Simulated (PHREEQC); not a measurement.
Acid mine or pickling water: speciation

Synthetic water in mg/L, 56 °C, pH 1.87, pe 11.8:

| constituent | mg/L |
|---|---|
| Na | 76.4 |
| K | 82.1 |
| Ca | 198 |
| Mg | 11.2 |
| Cl | 41.2 |
| S(6) as SO4 | 2010 |
| B | 0.313 |
| Zn | 4.13 |
| Si as SiO2 | 1.17 |
| Mn(2) | 4.73 |
| Pb | 50.3 |

Valence states are taken as typed.

Computed with PHREEQC (ion-association model, phreeqc.dat).

Precipitation was switched off in this run.

**Question.** Estimate the ionic strength, charge-balance error, specific conductance.

**Answer.** ionic strength 0.0396 mol/kgw; charge-balance error 2.8 %; specific conductance 12500 µS/cm.

**Question.** In which forms is Ca present?

**Answer.** Ca+2 70 %, CaSO4 25 %, CaHSO4+ 4.7 % of the Ca.

Saturation is exceeded, for instance for Anglesite; the values hold only as long as no solid forms. Away from 25 °C the constants follow the database's enthalpies or fits; those with neither stay at their 25 °C values.
